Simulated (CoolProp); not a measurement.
Vapour-liquid equilibrium of R1234yf (1) + isobutane (2) at 223.1 K; x and y are mole fractions of (1).

Values from CoolProp's multi-fluid Helmholtz-energy mixture model, Lemmon 2022 and Bücker 2006; pair parameters Bell 2016.

```tsv
x	bubble pressure (kPa)	y at the bubble point	dew pressure at overall composition x (kPa)	liquid density (mol/L)
0.05	23.00	?	17.55	10.92
0.15	30.43	0.510	?	10.94
0.25	34.15	0.589	21.62	?
0.35	36.13	?	24.41	?
0.45	37.34	0.660	27.91	11.06
0.55	38.18	0.688	32.28	11.13
0.65	38.82	0.721	36.95	?
0.75	39.18	0.765	39.11	11.29
0.85	39.07	0.829	38.93	11.39
0.95	38.11	0.929	37.83	11.50
```

### Question
Complete the blanks.

### Answer

- 0.05, y at the bubble point: 0.302
- 0.15, dew pressure at overall composition x (kPa): 19.38
- 0.25, liquid density (mol/L): 10.97
- 0.35, y at the bubble point: 0.631
- 0.35, liquid density (mol/L): 11.01
- 0.65, liquid density (mol/L): 11.20

y crosses x between x = 0.75 and 0.85: the model has an azeotrope there.

The pair parameters rest on a limited set of measurements; away from them the model extrapolates. With so large a gap from Raoult's law the liquid may split in two, which this calculation doesn't test in full.
